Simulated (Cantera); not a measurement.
Mixture: CH₄ : O₂ : N₂ = 1 : 2.04 : 7.67 (molar parts), equivalence ratio 0.98, at 7500 Torr, adiabatic and at constant volume. Ignition delay is the time to a rise of 400 K.

Computed with Cantera and GRI-Mech 3.0 (53 species, 325 reactions).

Problem. Predict: delay at 1025 K; delay at 1075 K; delay at 1125 K; delay at 1175 K; delay at 1225 K; delay at 1275 K; delay at 1325 K; apparent activation energy between 1225 and 1325 K.

Solution. 
| Quantity | Value |
|---|---|
| delay at 1025 K | 52.6 ms |
| delay at 1075 K | 24.2 ms |
| delay at 1125 K | 11.9 ms |
| delay at 1175 K | 6.14 ms |
| delay at 1225 K | 3.29 ms |
| delay at 1275 K | 1.82 ms |
| delay at 1325 K | 1.04 ms |
| apparent activation energy between 1225 and 1325 K | 160 kJ/mol |
